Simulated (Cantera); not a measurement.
Cantera with NASA thermochemical tables; ideal gases at 1 bar, condensed phases pure. Values are per mole of reaction as written; species without (g) are pure solids or liquids, kept so even where they would boil at 1 bar.

12 H(g) + P₄O₁₀ → 4 PH₃(g) + 10 O(g)

```csv
T (K),ΔH° (kJ),ΔS° (J/K),ΔG° (kJ),log10 K
300,2907.3,845.8,2653.6,-462.02
573,2870.5,761.1,2434.4,-221.92
598,2866.3,753.9,2415.5,-210.99
623,(withheld),(withheld),(withheld),(withheld)
648,2857.6,739.9,2378.2,-191.70
673,(withheld),(withheld),(withheld),(withheld)
```

**Question.** Fill in the missing entries.

**Answer.** 
- 623, ΔH° (kJ): 2862.0
- 623, ΔS° (J/K): 746.8
- 623, ΔG° (kJ): 2396.7
- 623, log10 K: -200.95
- 673, ΔH° (kJ): 2853.1
- 673, ΔS° (J/K): 733.1
- 673, ΔG° (kJ): 2359.7
- 673, log10 K: -183.15
